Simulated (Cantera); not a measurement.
Input: 1 mol Fe3O4, 2.6 mol CH4, 2.3 mol N2, at 0.133 bar.

Method: chemical equilibrium by Gibbs-energy minimisation in Cantera with the NASA 1993 tables (ideal gas, pure condensed phases). Candidate condensed phases: C, C6H6, C7H8, C8H18, Fe, Fe(CO)5, FeO, Fe(OH)2, Fe(OH)3, Fe2O3, Fe3O4, H2O; 140 gas species. Equilibrium is a limit: real reactors are often held back by kinetics, nucleation or transport.

Task: Which condensed phases are stable at each of these points (T (K)): 1725, 1750, 1775, 1800, 1825, 1850, 1875, 1900, 1925, 1950, 1975, 2000, 2025?

Result: 
```csv
T (K),condensed phases,Fe condensed (%)
1725,Fe(δ),100.0
1750,Fe(δ),100.0
1775,Fe(δ),99.9
1800,Fe(δ),99.9
1825,Fe(l),99.9
1850,Fe(l),99.8
1875,Fe(l),99.8
1900,Fe(l),99.7
1925,Fe(l),99.6
1950,Fe(l),99.5
1975,Fe(l),99.3
2000,Fe(l),99.1
2025,Fe(l),98.8
```

From 1725 K to 1800 K the condensed part is Fe(δ). From 1825 K to 2025 K the condensed part is Fe(l).
